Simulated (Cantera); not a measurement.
Ignition delay

Mixture: CH4 : CO : O2 : N2 = 1 : 0.14 : 2.2 : 8.28 (molar parts), at 16.0 bar, adiabatic and at constant volume. Ignition delay is the time to a rise of 400 K.

Computed with Cantera and GRI-Mech 3.0 (53 species, 325 reactions). The pressure lies above the range GRI-Mech 3.0 was tuned for (to about 10 atm).

```
T0 (K)  delay (ms)
------  ----------
1298         0.951
1348         0.544
1398         0.320
1448         0.193
1498         0.119
1548        0.0754
1598        0.0486
```

```json
{
 "apparent activation energy between 1498 and 1598 K": "180 kJ/mol"
}
```
